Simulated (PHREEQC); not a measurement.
A solution holds 0.025 mol/kgw CuCl2, 0.25 mol/kgw HNO3 and 0.092 mol/kgw KCl, at 90 °C. Closed to the air; pH follows from the charge balance.

Model: ion-association model, wateq4f.dat, run in PHREEQC.

Precipitation was switched off in this run.

Question: Predict the pH, ionic strength, activity of water.

Answer: pH 0.73; ionic strength 0.390 mol/kgw; activity of water 0.987.

Question: In which forms is Cu present?

Answer: CuCl+ 50 %, Cu+2 48 %, CuCl2 2.2 % of the Cu.

Away from 25 °C the constants follow the database's enthalpies or fits; those with neither stay at their 25 °C values.
